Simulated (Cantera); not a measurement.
## Premixed flame

A freely propagating, adiabatic, planar premixed flame of H₂ : O₂ : N₂ = 1 : 0.385 : 1.27 (molar parts), equivalence ratio 1.3, unburnt at 450 K and 5.00 bar; mixture-averaged transport, grid criteria slope 0.08 and curve 0.16, no radiation.

Computed with Cantera and the H2/O2 subset of GRI-Mech 3.0, which has no nitrogen chemistry. The hydrogen kinetics of GRI-Mech 3.0 are dated; newer H2 mechanisms differ, most at raised pressure. Burning velocities carry a grid error of a few per cent, more on coarse grids.

```json
[
 {"z (mm)": "-0.147", "T (K)": "450", "u (m/s)": "6.08", "x H₂": "0.377", "x O₂": "0.145", "x H₂O": "<1e-8", "x OH": "<1e-8", "x O": "<1e-8", "x H": "<1e-8"},
 {"z (mm)": "-0.0982", "T (K)": "450", "u (m/s)": "6.08", "x H₂": "0.377", "x O₂": "0.145", "x H₂O": "<1e-8", "x OH": "<1e-8", "x O": "<1e-8", "x H": "<1e-8"},
 {"z (mm)": "-0.0737", "T (K)": "450", "u (m/s)": "6.08", "x H₂": "0.377", "x O₂": "0.145", "x H₂O": "8.16e-8", "x OH": "<1e-8", "x O": "<1e-8", "x H": "<1e-8"},
 {"z (mm)": "-0.0491", "T (K)": "450", "u (m/s)": "6.08", "x H₂": "0.376", "x O₂": "0.145", "x H₂O": "2.60e-6", "x OH": "<1e-8", "x O": "2.39e-8", "x H": "<1e-8"},
 {"z (mm)": "-0.0246", "T (K)": "492", "u (m/s)": "6.53", "x H₂": "0.364", "x O₂": "0.147", "x H₂O": "0.00129", "x OH": "2.98e-5", "x O": "5.98e-6", "x H": "1.42e-5"},
 {"z (mm)": "-0.0123", "T (K)": "831", "u (m/s)": "10.6", "x H₂": "0.317", "x O₂": "0.140", "x H₂O": "0.0302", "x OH": "0.00144", "x O": "0.000316", "x H": "0.00341"},
 {"z (mm)": "0", "T (K)": "1339", "u (m/s)": "16.5", "x H₂": "0.230", "x O₂": "0.104", "x H₂O": "0.115", "x OH": "0.00353", "x O": "0.00301", "x H": "0.0228"},
 {"z (mm)": "0.0123", "T (K)": "1689", "u (m/s)": "20.5", "x H₂": "0.150", "x O₂": "0.0520", "x H₂O": "0.211", "x OH": "0.00839", "x O": "0.00599", "x H": "0.0438"},
 {"z (mm)": "0.0246", "T (K)": "1878", "u (m/s)": "22.7", "x H₂": "0.112", "x O₂": "0.0233", "x H₂O": "0.262", "x OH": "0.0124", "x O": "0.00636", "x H": "0.0504"},
 {"z (mm)": "0.0491", "T (K)": "2058", "u (m/s)": "24.7", "x H₂": "0.0968", "x O₂": "0.00896", "x H₂O": "0.290", "x OH": "0.0152", "x O": "0.00534", "x H": "0.0447"},
 {"z (mm)": "0.0982", "T (K)": "2220", "u (m/s)": "26.3", "x H₂": "0.0962", "x O₂": "0.00501", "x H₂O": "0.303", "x OH": "0.0148", "x O": "0.00352", "x H": "0.0326"},
 {"z (mm)": "0.196", "T (K)": "2357", "u (m/s)": "27.7", "x H₂": "0.0963", "x O₂": "0.00281", "x H₂O": "0.315", "x OH": "0.0124", "x O": "0.00191", "x H": "0.0218"},
 {"z (mm)": "0.393", "T (K)": "2458", "u (m/s)": "28.6", "x H₂": "0.0960", "x O₂": "0.00136", "x H₂O": "0.324", "x OH": "0.00927", "x O": "0.000896", "x H": "0.0139"}
]
```
x: mole fraction of selected species; z is measured from the peak of heat release.

The laminar burning velocity is 608 cm/s. The thermal thickness is 0.0491 mm and the peak x(OH) comes out as 0.0153. The peak x(O) comes out as 0.00641, the peak x(H) is 0.0505 and the grid points comes out as 109.
